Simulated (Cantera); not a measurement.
# Ignition delay

Mixture: 8.11 % CH4, 19.3 % O2, 72.6 % N2, at 0.780 atm, adiabatic and at constant pressure. Ignition delay is the time to a rise of 400 K.

Detailed kinetics in Cantera: GRI-Mech 3.0 (53 species, 325 reactions).

| T0 (K) | delay (ms) |
|---|---|
| 1150 | 108 |
| 1200 | 51.0 |
| 1250 | 25.2 |
| 1300 | 12.9 |
| 1350 | 6.87 |
| 1400 | 3.80 |
| 1450 | 2.19 |

```yaml
apparent activation energy between 1350 and 1450 K: 190 kJ/mol
```
